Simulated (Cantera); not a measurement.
A jet of H2 : O2 : N2 = 0.024 : 0.065 : 0.79 (molar parts), equivalence ratio 0.18 at 300 K and 16000 Pa hits a platinum plate 3.3 cm away at a mass flux of 0.038 kg/m²/s; the plate temperature is set and raised in steps from an oxygen-covered start.

Cantera simulation using Deutschmann's 1995 Pt surface mechanism with GRI-Mech 3.0 gas chemistry; the numbers are that mechanism's predictions, not measurements. Catalytic surfaces can have several steady states; this one follows from the mechanism file's or the stated starting coverage.

x: mole fraction at the wall; θ: surface coverage.

```
plate T (K)  wall x H2  wall x O2  wall x H2O  wall x OH  θ free Pt   θ O*    θ OH*
-----------  ---------  ---------  ----------  ---------  ---------  -----  -------
500            0.00156     0.0465      0.0503      <1e-8     0.0492  0.926   0.0246
550            0.00156     0.0465      0.0499      <1e-8     0.0520  0.934      ___
600            0.00155     0.0466      0.0496      <1e-8     0.0547  0.936  0.00879
650            0.00154     0.0467      0.0493      <1e-8     0.0577  0.936  0.00587
700            0.00148     0.0467      0.0491      <1e-8        ___  0.933      ___
750            0.00126     0.0465      0.0492      <1e-8     0.0777  0.919  0.00338
```

Problem. Complete the blanks.

Solution. 
- 550, θ OH*: 0.0141
- 700, θ free Pt: 0.0630
- 700, θ OH*: 0.00423
